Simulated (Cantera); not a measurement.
Cantera run, input and output.

```python
import numpy as np
import cantera as ct

surf = ct.Interface("diamond.yaml", "diamond_100")
gas, bulk = surf.adjacent["gas"], surf.adjacent["diamond"]
k = surf.kinetics_species_index(bulk.species_names[0])
cover = ["c6HH", "c6H*", "c6*H", "c6**", "c6HM", "c6B"]

rows, drift = [], 0.0
print(f"{'xH':>10s}{'um/h':>11s}" + "".join(f"{s:>11s}" for s in cover))
for v in [0.0001, 0.00022, 0.00047, 0.001, 0.0022, 0.0047, 0.01, 0.022, 0.048]:
    T, P, xH, xCH3 = 925, 4300, v, 0.00031
    gas.TPX = T, P, {"H": xH, "CH3": xCH3, "CH4": 0.0083, "H2": 1 - xH - xCH3 - 0.0083}
    surf.TP = bulk.TP = T, P
    surf.coverages = "c6H*:0.1, c6HH:0.9"
    surf.advance_coverages(100.0)
    before = surf.coverages
    surf.advance_coverages(100.0)
    drift = max(drift, np.max(np.abs(surf.coverages - before) / (surf.coverages + 1e-9)))
    rate = surf.net_production_rates[k] * bulk.mean_molecular_weight / bulk.density * 3.6e9
    rows.append([rate, *surf[cover].coverages])
    print(f"{v:10.4g}{rate:11.4e}" + "".join(f"{x:11.3e}" for x in rows[-1][1:]))
```

Output:

```
        xH       um/h       c6HH       c6H*       c6*H       c6**       c6HM        c6B
    0.0001 1.0413e+00  2.468e-01  4.098e-03  1.054e-01  8.488e-04  5.053e-01  2.826e-09
   0.00022 1.8145e+00  3.342e-01  5.823e-03  1.498e-01  1.708e-03  3.996e-01  4.924e-09
   0.00047 2.7149e+00  4.341e-01  7.758e-03  1.996e-01  2.789e-03  2.795e-01  7.367e-09
     0.001 3.5397e+00  5.244e-01  9.500e-03  2.443e-01  3.817e-03  1.712e-01  9.605e-09
    0.0022 4.1529e+00  5.912e-01  1.079e-02  2.772e-01  4.594e-03  9.126e-02  1.127e-08
    0.0047 4.4995e+00  6.288e-01  1.153e-02  2.958e-01  5.038e-03  4.627e-02  1.221e-08
      0.01 4.6827e+00  6.485e-01  1.195e-02  3.054e-01  5.276e-03  2.263e-02  1.271e-08
     0.022 4.7786e+00  6.587e-01  1.225e-02  3.103e-01  5.407e-03  1.049e-02  1.297e-08
     0.048 4.8274e+00  6.633e-01  1.255e-02  3.124e-01  5.486e-03  4.856e-03  1.310e-08
```

Cantera simulation using the Harris–Goodwin 1993 mechanism for the reconstructed diamond (100) surface; the numbers are that mechanism's predictions, not measurements.
